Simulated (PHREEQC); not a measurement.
# Spent oxide etchant

Solution (65 °C): 41 mmol/kgw NH4HF2, 0.075 mmol/kgw H2SiF6, 12 mmol/kgw HBF4 and 140 mmol/kgw H2SO4. Closed to the air; pH follows from the charge balance.

Equilibrium calculation in PHREEQC: ion-association model, phreeqc.dat.

Each row changes one thing in this solution. This is a speciation only: nothing precipitates in the calculation.

```
case                                 pH  ionic strength (mol/kgw)  HSO4- (mol/kgw)  HF (mol/kgw)  NH4+ (mol/kgw)  SO4-2 (mol/kgw)  SI of Quartz (SiO2)
---------------------------------  ----  ------------------------  ---------------  ------------  --------------  ---------------  -------------------
as made                            1.00                     0.178            0.126        0.0815          0.0394           0.0126                -4.50
diluted 10-fold with water         1.87                    0.0236          0.00956        0.0101         0.00398          0.00433                -1.86
HBF4 left out                      1.04                     0.168            0.125        0.0813          0.0392           0.0134                -4.55
H2SO4 from 0.14 to 0.21 mol/kgw    0.81                     0.251            0.194        0.0818          0.0394           0.0142                -4.23
temperature from 65 to 5 °C        0.92                     0.221            0.102        0.0806          0.0368           0.0336                -8.65
HBF4 from 0.012 to 0.0108 mol/kgw  1.01                     0.177            0.126        0.0815          0.0393           0.0127                -4.50
```

At this temperature some constants are extrapolated from 25 °C, and those without enthalpy data are left unchanged. SiF6-2 is the database's only silicon fluoride. Real BF4- forms and hydrolyses slowly; the run takes it at equilibrium.
